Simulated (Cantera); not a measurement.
Charge: 1 mol borazine, 4.9 mol O₂, a varied amount of H₂, held at 2123.15 K and 7.50 Torr.

Method: chemical equilibrium by Gibbs-energy minimisation in Cantera with the NASA 1993 tables (ideal gas, pure condensed phases). Candidate condensed phases: B, BN, B₂O₃, B₃O₃H₃, H₂O; 39 gas species. The feed counts by its element totals alone. Rates play no part.

Task: At 0.31 mol H₂, list the 4 most abundant gas species with their mole fractions, and the condensed phases.

Result: HBO₂ 0.300, H₂O 0.280, N₂ 0.200, O₂ 0.123. Condensed: gas only.
